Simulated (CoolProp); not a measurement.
Properties of dimethyl carbonate along the isotherm 226.15 °C (Tc = 283.9 °C, pc = 4909 kPa, ω = 0.346).

Computed with CoolProp (reference Helmholtz-energy equation of state, Zhou 2011).

```tsv
p (kPa)	phase	cp (kJ/(kg K))	isothermal compressibility (1/MPa)
153	gas	1.682	6.640
307	gas	1.692	3.365
460	gas	1.704	?
614	gas	1.718	1.747
767	gas	1.732	1.428
920	gas	1.749	1.219
1070	gas	1.767	?
1230	gas	1.789	0.9620
1380	gas	1.813	0.8842
1530	gas	1.842	0.8256
1690	gas	1.878	0.7799
1840	gas	1.919	0.7504
1990	gas	1.971	0.7333
2150	liquid	2.555	0.01039
2300	liquid	2.547	0.01021
2450	liquid	?	0.01004
```

Task: Some entries are withheld; supply them.

Result: 
- 460, isothermal compressibility (1/MPa): 2.287
- 1070, isothermal compressibility (1/MPa): 1.074
- 2450, cp (kJ/(kg K)): 2.540
